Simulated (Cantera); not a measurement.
**Diamond growth**

A diamond (100) surface in a fixed gas of H2 with x(CH4) = 0.0036, x(H) = 0.00045, x(CH3) = 0.00075, 0.0370 bar; coverages are run to steady state.

Model: the Harris–Goodwin 1993 mechanism for the reconstructed diamond (100) surface, integrated in Cantera.

```tsv
T (K)	growth (µm/h)	θ c6HH	θ c6H*	θ c6*H	θ c6**	θ c6HM
900	2.97	0.281	0.00409	0.115	0.00116	0.482
975	4.56	0.335	0.00829	0.182	0.00270	0.353
1050	4.15	0.436	0.0169	0.302	0.00604	0.164
1125	2.18	0.490	0.0270	0.405	0.0102	0.0398
1200	1.38	0.485	0.0348	0.446	0.0133	0.00758
1275	1.19	0.475	0.0410	0.457	0.0156	0.00147
1350	0.740	0.477	0.0461	0.455	0.0174	0.000303
```
θ: site fractions in the mechanism's names (c6HH fully hydrogenated, c6H* and c6*H radical sites, c6** diradical, c6HM methylated).
